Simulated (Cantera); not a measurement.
## Thermodynamics of carbon deposition, reforming and gasification, feed C₂H₆ + NH₃ + H₂

Charge: 1 mol C₂H₆, 0.015 mol NH₃, 98 mol H₂, equilibrated at 4.10 bar.

Method: chemical equilibrium by Gibbs-energy minimisation in Cantera with the NASA 1993 tables (ideal gas, pure condensed phases). Candidate condensed phases: C, C₆H₆, C₇H₈, C₈H₁₈; 92 gas species. Kinetics and transport are ignored.

From 1925 K to 2450 K the condensed part is C(graphite). At 2525 K nothing is condensed. The main C-bearing gas is CH₄ at 1925 K and C₂H₂ (acetylene) at 2525 K. The share of C in condensed phases is highest at 1925 K (84.0 %) and lowest at 2525 K (0.0 %).

```csv
T (K),x H₂,x H,x C₂H₂ (acetylene),x CH₄,x CH₃,x HCN,x N₂,n C(graphite)
1925,0.997,0.000471,0.000456,0.00213,2.01e-5,6.74e-5,3.87e-5,1.68
2000,0.997,0.000802,0.000766,0.00173,2.75e-5,8.18e-5,3.09e-5,1.66
2075,0.996,0.00131,0.00124,0.00143,3.68e-5,9.49e-5,2.36e-5,1.59
2150,0.995,0.00208,0.00193,0.00119,4.81e-5,0.000106,1.73e-5,1.47
2225,0.993,0.00319,0.00291,0.00101,6.16e-5,0.000114,1.23e-5,1.28
2300,0.990,0.00476,0.00428,0.000860,7.76e-5,0.000120,8.60e-6,1.02
2375,0.986,0.00692,0.00612,0.000741,9.61e-5,0.000124,5.96e-6,0.646
2450,0.981,0.00983,0.00856,0.000643,0.000117,0.000126,4.14e-6,0.150
2525,0.976,0.0137,0.00932,0.000502,0.000126,0.000125,3.55e-6,0
```
x: gas mole fraction; n: condensed amount in mol.
